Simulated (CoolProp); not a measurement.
Vapour-liquid equilibrium of R134a (1) + methanol (2) at 272.2 K; x and y are mole fractions of (1).

Values from CoolProp's multi-fluid Helmholtz-energy mixture model, Tillner-Roth 1994 and de Reuck 1993; pair parameters Bell 2016.

```
x      bubble pressure (bar)  y at the bubble point  dew pressure at overall composition x (bar)  liquid density (mol/L)
-----  ---------------------  ---------------------  -------------------------------------------  ----------------------
0.05                  0.5949                  0.937                                      0.04021                   24.40
0.125                  1.119                  0.967                                      0.04363                   23.13
0.2               (withheld)             (withheld)                                      0.04768              (withheld)
0.275                  1.604                  0.978                                      0.05258                   20.82
0.35                   1.725                  0.980                                      0.05862                   19.77
0.425                  1.820                  0.981                                      0.06624                   18.78
0.5                    1.906                  0.983                                      0.07614                   17.85
0.575                  1.995                  0.984                                      0.08954                   16.97
0.65                   2.096                  0.986                                       0.1087                   16.13
0.725                  2.211                  0.988                                       0.1382                   15.34
0.8                    2.346                  0.991                                       0.1898                   14.59
0.875                  2.504                  0.994                                       0.3029                   13.86
0.95              (withheld)                  0.997                                       0.7478                   13.17
```

What belongs in the gaps?


- 0.2, bubble pressure (bar): 1.421
- 0.2, y at the bubble point: 0.975
- 0.2, liquid density (mol/L): 21.94
- 0.95, bubble pressure (bar): 2.689

No azeotrope shows between x = 0.05 and 0.95.

Pair parameters are fitted to limited data, so mixtures are less certain than the pure fluids. With so large a gap from Raoult's law the liquid may split in two, which this calculation doesn't test in full.
